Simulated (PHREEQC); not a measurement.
Consider water at 20 °C with 0.01 mol/kgw HF, 0.024 mol/kgw NH4HF2, 4.4e-05 mol/kgw H4SiO4 and 0.021 mol/kgw HCl. It is in equilibrium with CO2 at log p = -1 (atm). Otherwise closed; pH follows from the charge balance.

All values are PHREEQC results (ion-association model, phreeqc.dat), not measurements.

Question: The ionic strength comes out as 0.0302 mol/kgw. What activity coefficients do Cl-, HF2-, SiF6-2, NH4+, F- get?

Answer: Cl- 0.85, HF2- 0.85, SiF6-2 0.53, NH4+ 0.84, F- 0.85.

This is a speciation only: nothing precipitates in the calculation. SiF6-2 is the database's only silicon fluoride.
